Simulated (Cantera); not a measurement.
An isothermal, constant-pressure homogeneous reactor starts with NO : N2 = 1 : 3.8 (molar parts), at 2125 K and 10.00 Torr. Integrator tolerance rtol = 1e-08.

Cantera simulation using GRI-Mech 3.0 (53 species, 325 reactions); the numbers are that mechanism's predictions, not measurements. Radical loss at walls, strong at low pressure, is not modelled.

Problem. What does this change do: N2 3.8 to 1.1 parts?

Solution. 
```
quantity                                           before                                    after
----------------  ---------------------------------------  ---------------------------------------
x(NO) at 3.00 s     0.139 (gas-phase equilibrium 0.00771)     0.211 (gas-phase equilibrium 0.0108)
x(O2) at 3.00 s     0.0330 (gas-phase equilibrium 0.0978)      0.129 (gas-phase equilibrium 0.228)
x(O) at 3.00 s    0.00270 (gas-phase equilibrium 0.00450)  0.00527 (gas-phase equilibrium 0.00688)
x(N2O) at 3.00 s  6.01e-6 (gas-phase equilibrium 5.28e-8)  1.01e-5 (gas-phase equilibrium 6.83e-8)
x(N2) at 3.00 s       0.825 (gas-phase equilibrium 0.890)      0.654 (gas-phase equilibrium 0.754)
```

Problem. What does this change do: pressure from 10.00 Torr to 0.550 bar?

Solution. 
| quantity | before | after |
|---|---|---|
| x(NO) at 3.00 s | 0.139 (gas-phase equilibrium 0.00771) | 0.00920 (gas-phase equilibrium 0.00779) |
| x(O2) at 3.00 s | 0.0330 (gas-phase equilibrium 0.0978) | 0.0992 (gas-phase equilibrium 0.0999) |
| x(O) at 3.00 s | 0.00270 (gas-phase equilibrium 0.00450) | 0.000706 (gas-phase equilibrium 0.000708) |
| x(N2O) at 3.00 s | 6.01e-6 (gas-phase equilibrium 5.28e-8) | 3.52e-7 (gas-phase equilibrium 3.43e-7) |
| x(N2) at 3.00 s | 0.825 (gas-phase equilibrium 0.890) | 0.891 (gas-phase equilibrium 0.892) |
